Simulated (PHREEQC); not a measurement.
Solution (25 °C and 50 atm): 3 mmol/kgw HF, 3.2 mmol/kgw H2SiF6 and 1.7 mmol/kgw HCl. Closed to the air; pH follows from the charge balance.

Equilibrium calculation in PHREEQC: ion-association model, phreeqc.dat.

Each row changes one thing in this solution. Precipitation was switched off in this run.

```json
[
 {"case": "as made", "pH": "2.13", "ionic strength (mol/kgw)": "0.0111", "HF (mol/kgw)": "0.00389", "F- (mol/kgw)": "0.000406", "HF2- (mol/kgw)": "5.94e-6"},
 {"case": "HF from 0.003 to 0.03 mol/kgw", "pH": "2.02", "ionic strength (mol/kgw)": "0.0138", "HF (mol/kgw)": "0.0273", "F- (mol/kgw)": "0.00222", "HF2- (mol/kgw)": "0.000228"},
 {"case": "HF from 0.003 to 0.0003 mol/kgw", "pH": "2.17", "ionic strength (mol/kgw)": "0.0100", "HF (mol/kgw)": "0.00320", "F- (mol/kgw)": "0.000362", "HF2- (mol/kgw)": "4.35e-6"},
 {"case": "H2SiF6 left out", "pH": "2.64", "ionic strength (mol/kgw)": "0.00242", "HF (mol/kgw)": "0.00227", "F- (mol/kgw)": "0.000715", "HF2- (mol/kgw)": "6.10e-6"},
 {"case": "temperature from 25 to 30 °C", "pH": "2.14", "ionic strength (mol/kgw)": "0.0108", "HF (mol/kgw)": "0.00433", "F- (mol/kgw)": "0.000420", "HF2- (mol/kgw)": "7.08e-6"},
 {"case": "diluted 5-fold with water", "pH": "2.78", "ionic strength (mol/kgw)": "0.00209", "HF (mol/kgw)": "0.00164", "F- (mol/kgw)": "0.000711", "HF2- (mol/kgw)": "4.38e-6"}
]
```

Complexes and solids missing from the database can't appear. Some of these states are supersaturated (in Quartz (slow to form), Chalcedony (slow to form), for instance). Under pressure, the constants of complexes without a molar volume in the database are unreliable. SiF6-2 is the database's only silicon fluoride.
